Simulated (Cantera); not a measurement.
Feed: 1 mol B2O3, 7 mol N2, 0.34 mol H2, held at 15.0 mbar.

Method: chemical equilibrium by Gibbs-energy minimisation in Cantera with the NASA 1993 tables (ideal gas, pure condensed phases). Candidate condensed phases: B, BN, B2O3, B3O3H3, H2O; 39 gas species. N2 is the only nitrogen source here; it is nearly inert below about 1500 K, so the nitride shown seldom forms there in practice. Mutual solubility and eutectic melting of coexisting phases are not modelled. Equilibrium is a limit: real reactors are often held back by kinetics, nucleation or transport.

Which condensed phases are stable at each of these points (T (°C)): 652, 802, 952, 1102, 1252, 1402, 1552, 1702, 1852, 2002?


```json
[
 {"T (°C)": "652", "condensed phases": "BN(s) + B2O3(l)", "B condensed (%)": "100.0"},
 {"T (°C)": "802", "condensed phases": "BN(s) + B2O3(l)", "B condensed (%)": "100.0"},
 {"T (°C)": "952", "condensed phases": "BN(s) + B2O3(l)", "B condensed (%)": "100.0"},
 {"T (°C)": "1102", "condensed phases": "BN(s) + B2O3(l)", "B condensed (%)": "99.7"},
 {"T (°C)": "1252", "condensed phases": "BN(s) + B2O3(l)", "B condensed (%)": "97.1"},
 {"T (°C)": "1402", "condensed phases": "B2O3(l)", "B condensed (%)": "66.6"},
 {"T (°C)": "1552", "condensed phases": "gas only", "B condensed (%)": "0.0"},
 {"T (°C)": "1702", "condensed phases": "gas only", "B condensed (%)": "0.0"},
 {"T (°C)": "1852", "condensed phases": "gas only", "B condensed (%)": "0.0"},
 {"T (°C)": "2002", "condensed phases": "gas only", "B condensed (%)": "0.0"}
]
```

From 652 °C to 1252 °C the condensed part is BN(s) + B2O3(l). At 1402 °C the condensed part is B2O3(l). From 1552 °C to 2002 °C nothing is condensed.
